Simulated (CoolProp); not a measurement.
20 sccm (0 °C, 1 atm) of nitrogen bubbles through liquid octamethyltrisiloxane (MDM) at 365.8 K and leaves saturated at a total pressure of 0.13 MPa (ideal gas phase). Each further row changes one setting.

The numbers come from the reference Helmholtz-energy equation of state, Thol 2017 in CoolProp.

```
case                      vapour pressure (kPa)  mole fraction of vapour  delivery (mg/min)  delivery (sccm)  change of delivery for a bath 1 K warmer (%)
------------------------  ---------------------  -----------------------  -----------------  ---------------  --------------------------------------------
as stated                                  15.1                      [?]                [?]             2.64                                           4.5
bath temperature 370.8 K                    [?]                      [?]               34.6             3.28                                           [?]
total pressure 0.26 MPa                    15.1                      [?]               13.0             1.24                                           4.2
```

Q: Some entries are withheld; supply them.

A: 
- as stated, mole fraction of vapour: 0.116
- as stated, delivery (mg/min): 27.8
- bath temperature 370.8 K, vapour pressure (kPa): 18.3
- bath temperature 370.8 K, mole fraction of vapour: 0.141
- bath temperature 370.8 K, change of delivery for a bath 1 K warmer (%): 4.4
- total pressure 0.26 MPa, mole fraction of vapour: 0.0582
